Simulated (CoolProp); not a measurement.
The numbers come from the reference Helmholtz-energy equation of state, Lemmon 2006 in CoolProp. It is a short technical equation, of lower accuracy than the large ones.

Question: For acetone, give the phase and the cp (kJ/(kg K)), cv (kJ/(kg K)), Joule-Thomson coefficient (K/MPa) at 550 K and 0.357 MPa; 550 K and 8.24 MPa; 550 K and 13.9 MPa.

Answer: 
- 550 K and 0.357 MPa: gas; cp 2.02, cv 1.86, Joule-Thomson coefficient 8.92
- 550 K and 8.24 MPa: supercritical; cp 5.16, cv 2.21, Joule-Thomson coefficient 5.82
- 550 K and 13.9 MPa: supercritical; cp 3.15, cv 2.09, Joule-Thomson coefficient 1.10
